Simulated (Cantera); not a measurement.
A closed system holds: 1 mol Si, 3.9 mol HF, 83 mol H2, at 1098 K and 0.0810 bar.

Equilibrium computed with Cantera from the NASA thermochemical tables; the gas is ideal and each condensed phase is pure. Candidate condensed phases: Si; 25 gas species. The tables' values for SiF3 are old estimates; treat these amounts as uncertain. Kinetics and transport are ignored.

Task: What is the equilibrium state?

Result: 
```
Quantity                              Value
--------------------------------  ---------
x(H2)                                 0.988
x(SiF4)                              0.0104
x(SiHF3)                            0.00106
x(HF)                               9.06e-5
x(SiF3)                             8.18e-5
x(SiH2F2)                           5.47e-5
gas amount                        85.90 mol
log10 activity of Si(s) (absent)      -1.00
```
